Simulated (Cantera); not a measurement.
Charge: 1 mol Si3N4, 0.011 mol O2, 3.8 mol N2, 0.4 mol N2O, equilibrated at 1825 K and 0.00810 bar.

Method: chemical equilibrium by Gibbs-energy minimisation in Cantera with the NASA 1993 tables (ideal gas, pure condensed phases). Candidate condensed phases: Si, SiO2, Si2N2O, Si3N4; 16 gas species. The tables' values for SiN are old estimates; treat these amounts as uncertain. The numbers say what is thermodynamically allowed, not how fast it happens.

Base state: N2 0.936, SiO 0.0637, Si 0.000561, Si2N 3.15e-5, SiN 2.01e-5 (mole fractions); condensed: Si(l).

Question: What changes in the equilibrium state with this change: temperature from 1825 K to 1175 K?

Answer: 
```
species           before  after
--------------  --------  -----
N2                 0.936   1.00
SiO               0.0637  <1e-9
Si              0.000561  <1e-9
Si2N             3.15e-5  <1e-9
SiN              2.01e-5  <1e-9
Si(l), mol          2.57      0
Si2N2O(s), mol         0  0.422
Si3N4(s), mol          0  0.719
```
Mutual solubility and eutectic melting of coexisting phases are not modelled.
